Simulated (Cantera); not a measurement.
Feed: 1 mol SiH₂Cl₂, 1.3 mol NH₃, 23 mol H₂, at 1798 K and 100000 Pa.

Method: chemical equilibrium by Gibbs-energy minimisation in Cantera with the NASA 1993 tables (ideal gas, pure condensed phases). Candidate condensed phases: NH₄Cl, Si, Si₃N₄; 28 gas species. Mutual solubility and eutectic melting of coexisting phases are not modelled. The tables' values for SiCl₃, SiCl are old estimates; treat these amounts as uncertain. Gases not in the tables: Si₂H₆ and higher silanes. Rates play no part.

Base state: H₂ 0.928, HCl 0.0534, SiCl₂ 0.00953, N₂ 0.00852, H 0.000339, SiCl₃ 0.000269, SiHCl₃ 5.33e-5, SiH₂Cl₂ 4.19e-5 (mole fractions); condensed: Si(l) + Si₃N₄(s).

Question: What changes in the equilibrium state with this change: temperature from 1798 K to 1025 K?

Answer: 
```tsv
species	before	after
H₂	0.928	0.930
HCl	0.0534	0.0685
SiCl₄	1.23e-5	0.00134
SiCl₂	0.00953	2.31e-7
N₂	0.00852	0.000375
H	0.000339	4.20e-9
SiH₂	2.74e-5	<1e-9
SiCl	1.50e-5	<1e-9
Cl	1.49e-5	<1e-9
SiH₃Cl	1.01e-5	6.74e-9
Si(l), mol	0.102	0
Si₃N₄(s), mol	0.209	0.320
```
